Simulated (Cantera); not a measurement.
Stirred combustor or abatement burner

A perfectly stirred reactor is fed with CH4 : CO : O2 : N2 : CO2 = 1 : 0.39 : 1.29 : 4.85 : 1.1 (molar parts), equivalence ratio 1.7, at 675 Torr; it is adiabatic with a 373 K inlet, and is followed from long to short residence time, starting on the burning branch (τ in s: 0.054, 0.026, 0.013, 0.0061, 0.003, 0.0015, 0.00071, 0.00034, 0.00017, 8.1e-05).

Computed with Cantera and GRI-Mech 3.0 (53 species, 325 reactions).

```tsv
τ (s)	T (K)	x CH4	x CO	x O2	x CH3	x O	x HO2
0.054	1620	0.00742	0.115	0.00375	0.000275	1.09e-6	7.17e-7
0.026	1597	0.00867	0.113	0.00632	0.000361	2.09e-6	1.53e-6
0.013	1547	0.0117	0.110	0.0121	0.000446	3.81e-6	3.92e-6
0.0061	373	0.116	0.0452	0.149	<1e-12	<1e-12	<1e-12
0.0030	373	0.116	0.0452	0.149	<1e-12	<1e-12	<1e-12
0.0015	373	0.116	0.0452	0.149	<1e-12	<1e-12	<1e-12
0.00071	373	0.116	0.0452	0.149	<1e-12	<1e-12	<1e-12
0.00034	373	0.116	0.0452	0.149	<1e-12	<1e-12	<1e-12
0.00017	373	0.116	0.0452	0.149	<1e-12	<1e-12	<1e-12
8.1e-5	373	0.116	0.0452	0.149	<1e-12	<1e-12	<1e-12
```
x: mole fraction; the columns are a selection and need not sum to one.
